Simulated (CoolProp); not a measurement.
Vapour pressure (bar) of R1132(E): the reference equation beside estimates from Tc = 75.7 °C, pc = 51.74 bar, ω = 0.245. Clausius-Clapeyron is anchored at 0.05 °C with a constant enthalpy of vaporisation of 16.08 kJ/mol.

Values from CoolProp's reference Helmholtz-energy equation of state, Akasaka 2024.

```
T (°C)  reference  Lee-Kesler  Clausius-Clapeyron  van der Waals  Redlich-Kwong  Soave-Redlich-Kwong  Peng-Robinson
------  ---------  ----------  ------------------  -------------  -------------  -------------------  -------------
-11.45      5.621       5.635               5.990          14.64          7.911                5.640          5.586
-7.55       6.408       6.426               6.677          15.72          8.856                6.435          6.368
-3.75       7.252       7.272               7.399          16.82          9.851                7.289          7.207
0.05        8.176       8.198               8.176          17.97          10.92                8.225          8.127
3.85        9.184       9.208               9.009          19.17          12.07                9.248          9.134
7.65        10.28       10.31               9.902          20.41          13.30                10.36          10.23
11.45       11.48       11.50               10.86          21.71          14.61                11.57          11.42
15.35       12.80       12.83               11.90          23.09          16.05                12.92          12.76
19.15       14.20       14.22               12.98          24.49          17.54                14.35          14.16
22.95       15.71       15.73               14.13          25.95          19.12                15.88          15.68
26.75       17.34       17.35               15.35          27.45          20.79                17.54          17.31
30.55       19.08       19.09               16.64          29.01          22.56                19.31          19.07
34.45       21.01       21.01               18.04          30.66          24.48                21.27          21.02
38.25       23.02       23.02               19.48          32.33          26.45                23.31          23.05
42.05       25.17       25.16               20.99          34.05          28.53                25.49          25.22
```

Absolute difference from the reference over all 15 rows, mean and median: Lee-Kesler 0.2 and 0.2 %, Clausius-Clapeyron 8.0 and 7.0 %, van der Waals 86.9 and 80.4 %, Redlich-Kwong 26.0 and 25.4 %, Soave-Redlich-Kwong 0.9 and 0.9 %, Peng-Robinson 0.4 and 0.3 %.
